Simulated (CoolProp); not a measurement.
Hexamethyldisiloxane (MM) along the isobar 1.01 bar: density (kg/m³) from the reference equation and from simpler models built on Tc = 518.7 K, pc = 19.31 bar, ω = 0.418; each cubic takes its own stable root.

Values from CoolProp's reference Helmholtz-energy equation of state, Thol 2016.

```json
[
 {"T (K)": "324.8", "phase": "liquid", "reference": "731.1"},
 {"T (K)": "343.2", "phase": "liquid", "reference": "710.6"},
 {"T (K)": "361.6", "phase": "liquid", "reference": "689.4"},
 {"T (K)": "380.1", "phase": "gas", "reference": "5.515"},
 {"T (K)": "398.5", "phase": "gas", "reference": "5.206"},
 {"T (K)": "416.9", "phase": "gas", "reference": "4.936"},
 {"T (K)": "435.3", "phase": "gas", "reference": "4.698"},
 {"T (K)": "453.8", "phase": "gas", "reference": "4.483"},
 {"T (K)": "472.2", "phase": "gas", "reference": "4.291"},
 {"T (K)": "490.6", "phase": "gas", "reference": "4.116"},
 {"T (K)": "509.1", "phase": "gas", "reference": "3.954"}
]
```

Problem. How far does each simpler model (van der Waals, Soave-Redlich-Kwong) lie from the reference over these 11 states: mean and median of the absolute difference, and the worst?

Solution. 
- van der Waals: mean 27.9 %, median 1.5 %, worst -99.2 % at 361.6 K and 1.01 bar
- Soave-Redlich-Kwong: mean 2.0 %, median 0.3 %, worst -6.6 % at 324.8 K and 1.01 bar

At some of these states van der Waals gives the other phase, because its saturation line lies elsewhere.
